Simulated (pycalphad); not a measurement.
CALPHAD calculation (pycalphad, COST 507 light-alloy database (1999)), 1 atm. The data set is of 1999 and partly superseded. Not assessed as a whole: an extrapolation from subsystems, which can miss ternary compounds.

Molar enthalpy of Al-0.06Sn-2.1Si (at.%) in equilibrium (SER reference):

```json
[
 {"T (°C)": "1577", "H (kJ/mol)": "58.38", "phases": "LIQUID"},
 {"T (°C)": "1477", "H (kJ/mol)": "55.21", "phases": "LIQUID"},
 {"T (°C)": "1377", "H (kJ/mol)": "52.05", "phases": "LIQUID"},
 {"T (°C)": "1277", "H (kJ/mol)": "48.88", "phases": "LIQUID"},
 {"T (°C)": "1177", "H (kJ/mol)": "45.71", "phases": "LIQUID"},
 {"T (°C)": "1077", "H (kJ/mol)": "42.55", "phases": "LIQUID"},
 {"T (°C)": "977", "H (kJ/mol)": "39.38", "phases": "LIQUID"},
 {"T (°C)": "877", "H (kJ/mol)": "36.22", "phases": "LIQUID"},
 {"T (°C)": "777", "H (kJ/mol)": "33.06", "phases": "LIQUID"},
 {"T (°C)": "727", "H (kJ/mol)": "31.47", "phases": "LIQUID"},
 {"T (°C)": "677", "H (kJ/mol)": "29.89", "phases": "LIQUID"},
 {"T (°C)": "577", "H (kJ/mol)": "16.94", "phases": "FCC_A1 + LIQUID"},
 {"T (°C)": "527", "H (kJ/mol)": "14.27", "phases": "FCC_A1 + DIAMOND_A4"},
 {"T (°C)": "477", "H (kJ/mol)": "12.58", "phases": "FCC_A1 + DIAMOND_A4"},
 {"T (°C)": "377", "H (kJ/mol)": "9.45", "phases": "FCC_A1 + DIAMOND_A4 + LIQUID"},
 {"T (°C)": "277", "H (kJ/mol)": "6.56", "phases": "FCC_A1 + DIAMOND_A4 + LIQUID"}
]
```

Cooling from 677 °C to 527 °C, across the freezing range, releases 15.6 kJ/mol, or 577 J/g. The slope is 32 J/(mol K) in the liquid and 34 J/(mol K) just below the solidus, where it includes any heat of precipitation. Liquidus 647 °C, solidus 570 °C. Changes were sought between steps of 50 K, so a narrower field can be missed.

FCC_A1 is fcc; DIAMOND_A4 is diamond (Si).
